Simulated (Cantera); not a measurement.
Cantera with NASA thermochemical tables; ideal gases at 1 bar, condensed phases pure. Values are per mole of reaction as written; species without (g) are pure solids or liquids, kept so even where they would boil at 1 bar.

Question: Between 675 and 900 K, where is each reaction favourable under standard conditions?
- 2 K + Cl₂(g) ⇌ 2 KCl
- 0.6667 Fe + Cl₂(g) ⇌ 0.6667 FeCl₃
- 0.6667 Ti + Cl₂(g) ⇌ 0.6667 TiCl₃

Answer: 
- 2 K + Cl₂(g) ⇌ 2 KCl: ΔG° is -744 kJ at 675 K and -701 kJ at 900 K; it stays negative (K > 1). ΔH° is -868 kJ and ΔS° -186 J/K at 900 K.
- 0.6667 Fe + Cl₂(g) ⇌ 0.6667 FeCl₃: ΔG° is -176 kJ at 675 K and -159 kJ at 900 K; it stays negative (K > 1). ΔH° is -223 kJ and ΔS° -71 J/K at 900 K.
- 0.6667 Ti + Cl₂(g) ⇌ 0.6667 TiCl₃: ΔG° is -382 kJ at 675 K and -351 kJ at 900 K; it stays negative (K > 1). ΔH° is -474 kJ and ΔS° -136 J/K at 900 K.
